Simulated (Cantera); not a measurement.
Thermodynamics of aluminium nitride and oxide growth, feed Al + O₂ + H₂ + N₂O

Feed: 1 mol Al, 6.3 mol O₂, 1.9 mol H₂, 0.57 mol N₂O, held at 702 °C and 14.0 mbar.

Method: chemical equilibrium by Gibbs-energy minimisation in Cantera with the NASA 1993 tables (ideal gas, pure condensed phases). Candidate condensed phases: Al, AlN, Al₂O₃, H₂O; 35 gas species. Rates play no part.

```json
{
  "x(O₂)": "0.664",
  "x(H₂O)": "0.258",
  "x(N₂)": "0.0775",
  "x(NO)": "1.32e-5",
  "n(Al₂O₃(s))": "0.500 mol",
  "gas_amount": "7.355 mol",
  "log10 activity of Al(l) (absent)": "-35.16"
}
```
